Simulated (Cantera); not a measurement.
Charge: 1 mol CH4, 0.55 mol CO2, held at 0.520 bar.

Cantera equilibrium calculation (NASA polynomials, part measured and part estimated; ideal gas, pure solids and liquids). Candidate condensed phases: C, C6H6, C7H8, C8H18, H2O; 110 gas species. The numbers say what is thermodynamically allowed, not how fast it happens.

Problem. At 925 K, list the 5 most abundant gas species with their mole fractions, and the condensed phases.

Solution. H2 0.597, CO 0.203, H2O 0.0937, CO2 0.0645, CH4 0.0420. Condensed: C(graphite).
